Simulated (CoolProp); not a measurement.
Vapour-liquid equilibrium of carbon dioxide (1) + R134a (2) at -6.75 °C; x and y are mole fractions of (1).

The numbers come from the multi-fluid Helmholtz-energy mixture model, Span 1996 and Tillner-Roth 1994; pair parameters Bell 2016 in CoolProp.

```
x      bubble pressure (kPa)  y at the bubble point  dew pressure at overall composition x (kPa)  liquid density (mol/L)
-----  ---------------------  ---------------------  -------------------------------------------  ----------------------
0.05                   325.4                  0.316                                        239.1                   13.21
0.125                  489.1                  0.566                                        258.6                   13.70
0.2                    668.5                  0.699                                        281.3                   14.20
0.275                  858.4                  0.779                                        308.4                   14.74
0.35                    1054                  0.832                                        341.0                   15.31
0.425                   1253                  0.869                                        381.2                   15.90
0.5                     1452                  0.896                                        432.1                   16.54
0.575                   1652                  0.918                                        498.6                   17.21
0.65                    1854                  0.935                                        589.3                   17.92
0.725                   2058                  0.951                                        720.5                   18.68
0.8                     2270                  0.965                                        927.0                   19.49
0.875                   2492                  0.978                                         1294                   20.36
0.95                    2731                  0.991                                         2049                   21.29
```

No azeotrope shows between x = 0.05 and 0.95.

The pair parameters rest on a limited set of measurements; away from them the model extrapolates.
